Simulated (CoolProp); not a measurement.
Vapour-liquid equilibrium of isohexane (1) + n-hexane (2) at 424.4 K; x and y are mole fractions of (1).

Model: multi-fluid Helmholtz-energy mixture model, Lemmon 2006 and Thol 2019; pair parameters Bell 2016, in CoolProp.

| x | bubble pressure (MPa) | y at the bubble point | dew pressure at overall composition x (MPa) | liquid density (mol/L) |
|---|---|---|---|---|
| 0.05 | 0.7801 | … | 0.7790 | 6.014 |
| 0.15 | … | 0.170 | 0.7936 | 6.001 |
| 0.25 | … | 0.278 | 0.8085 | … |
| 0.35 | 0.8289 | 0.383 | 0.8237 | 5.975 |
| 0.45 | 0.8447 | 0.485 | 0.8392 | 5.963 |
| 0.55 | … | … | 0.8549 | 5.950 |
| 0.65 | 0.8752 | 0.679 | 0.8707 | 5.938 |
| 0.75 | … | 0.773 | 0.8864 | 5.926 |
| 0.85 | 0.9042 | 0.865 | 0.9019 | 5.915 |
| 0.95 | 0.9179 | 0.955 | 0.9172 | 5.904 |

Problem. Some entries are withheld; supply them.

Solution. 
- 0.05, y at the bubble point: 0.058
- 0.15, bubble pressure (MPa): 0.7965
- 0.25, bubble pressure (MPa): 0.8128
- 0.25, liquid density (mol/L): 5.988
- 0.55, bubble pressure (MPa): 0.8601
- 0.55, y at the bubble point: 0.583
- 0.75, bubble pressure (MPa): 0.8899

No azeotrope shows between x = 0.05 and 0.95.

The pair parameters rest on a limited set of measurements; away from them the model extrapolates.
